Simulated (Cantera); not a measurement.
A closed system holds: 1 mol SiC, 0.59 mol C, 1.6 mol H2, at 2477 °C and 47.0 Pa.

These are equilibrium values from Cantera (NASA tables, ideal gas, pure condensed phases), not measurements of a reactor. Candidate condensed phases: C, C6H6, C7H8, C8H18, Si, SiC; 87 gas species. The numbers say what is thermodynamically allowed, not how fast it happens.

### Question
What is the equilibrium state?

### Answer
```json
{
 "x(H)": "0.667",
 "x(Si)": "0.158",
 "x(SiC2)": "0.0785",
 "x(H2)": "0.0446",
 "x(C3)": "0.0359",
 "x(C)": "0.00803",
 "x(C2)": "0.00347",
 "x(C2H)": "0.00217",
 "x(C2H2 (acetylene))": "0.00126",
 "n(C(graphite))": "0.375 mol",
 "gas_amount": "4.206 mol",
 "log10 activity of Si(l) (absent)": "-2.54"
}
```
